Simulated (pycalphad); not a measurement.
An equivalent pycalphad script:

```python
from pycalphad import Database, equilibrium, calculate, variables as v
import numpy as np
db = Database('COST507.tdb')
comps = ['SI', 'SN', 'VA']
phases = ['BCT_A5', 'DIAMOND_A4', 'LIQUID']
eq = equilibrium(db, comps, phases, {v.X('SN'): 0.1454, v.T: np.arange(1850, 499, -40), v.P: 101325, v.N: 1}, output=['HM', 'SM'])
```

CALPHAD calculation (pycalphad, COST 507 light-alloy database (1999)), 1 atm. These are 1990s assessments: newer ones move some temperatures and phases. Phase fractions are per mole of atoms.

Results at three of the temperatures:

```
T = 1810.00 K, P = 101325 Pa, N = 1 mol of atoms
G = -93958 J/mol, H = 87577 J/mol, S = 100.30 J/(mol K)  (SER reference)
chemical potentials (J/mol): Si -80982, Sn -170223
phase             fraction      x(Si)      x(Sn)
LIQUID              1.0000     0.8546     0.1454
```

```
T = 1450.00 K, P = 101325 Pa, N = 1 mol of atoms
G = -63812 J/mol, H = 32087 J/mol, S = 66.14 J/(mol K)  (SER reference)
chemical potentials (J/mol): Si -54069, Sn -121074
phase             fraction      x(Si)      x(Sn)
DIAMOND_A4          0.8370     1.0000   3.04e-07
LIQUID              0.1630     0.1082     0.8918
```

```
T = 650.00 K, P = 101325 Pa, N = 1 mol of atoms
G = -19120 J/mol, H = 9365 J/mol, S = 43.82 J/(mol K)  (SER reference)
chemical potentials (J/mol): Si -15618, Sn -39698
phase             fraction      x(Si)      x(Sn)
DIAMOND_A4          0.8546     1.0000   3.42e-07
LIQUID              0.1454   2.26e-05     1.0000
```

Changes of the phase set, refined by bisection:

```csv
T (°C),phases above,phases below
1374.3,liquid,diamond (Si) + liquid
```

DIAMOND_A4 is diamond (Si).
